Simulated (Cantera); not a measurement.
Input: 1 mol SiH4, 2.3 mol NO, 40 mol N2, 3.4 mol O3, held at 160 Pa.

Equilibrium computed with Cantera from the NASA thermochemical tables; the gas is ideal and each condensed phase is pure. Candidate condensed phases: H2O, Si, SiO2, Si2N2O, Si3N4; 35 gas species. The tables hold silica as quartz up to 1696 K and as liquid above; real silica turns to tridymite and cristobalite and melts near 1996 K. Rates play no part.

x: gas mole fraction; n: condensed amount in mol.

```csv
T (°C),x N2,x O2,x H2O,x NO,x OH,x O,n SiO2(β-quartz),n SiO2(condensed)
650,0.868,0.0897,0.0422,8.57e-6,___,9.34e-11,1.00,0
750,0.868,0.0896,0.0422,2.75e-5,___,2.33e-9,1.00,0
850,0.868,0.0896,0.0422,7.15e-5,___,3.29e-8,1.00,0
950,0.868,0.0896,0.0422,0.000159,___,3.02e-7,1.00,0
1050,0.868,0.0895,0.0422,0.000314,___,1.99e-6,1.00,0
1150,0.868,0.0893,0.0421,0.000563,___,1.01e-5,1.00,0
1250,0.868,0.0891,0.0421,0.000934,___,4.12e-5,1.00,0
1350,0.867,0.0887,0.0419,0.00145,___,0.000142,1.000,0
1450,0.867,0.0881,0.0415,0.00215,___,0.000422,0,1.000
```

Question: Complete the blanks.

Answer: 
- 650, x OH: 5.91e-8
- 750, x OH: 4.68e-7
- 850, x OH: 2.57e-6
- 950, x OH: 1.07e-5
- 1050, x OH: 3.58e-5
- 1150, x OH: 0.000101
- 1250, x OH: 0.000249
- 1350, x OH: 0.000549
- 1450, x OH: 0.00110
